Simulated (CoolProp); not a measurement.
A Linde-Hampson liquefier for oxygen: isothermal reversible compression at 300 K from 1 atm to 15 MPa, throttling to 1 atm, return gas leaving the recuperator 2 K below the feed. Each further row changes one setting.

The numbers come from the reference Helmholtz-energy equation of state, Schmidt 1985 in CoolProp.

| case | liquid yield per pass | compression work (kJ/kg of gas) |
|---|---|---|
| as stated | ___ | 384 |
| high pressure 30 MPa | ___ | ___ |
| warm-end temperature 330 K | ___ | ___ |
| warm-end gap 7 K | ___ | 384 |

**Question.** What belongs in the gaps?

**Answer.** 
- as stated, liquid yield per pass: 0.079
- high pressure 30 MPa, liquid yield per pass: 0.133
- high pressure 30 MPa, compression work (kJ/kg of gas): 435
- warm-end temperature 330 K, liquid yield per pass: 0.059
- warm-end temperature 330 K, compression work (kJ/kg of gas): 425
- warm-end gap 7 K, liquid yield per pass: 0.068

Above 300 K oxygen's equation is extrapolated.
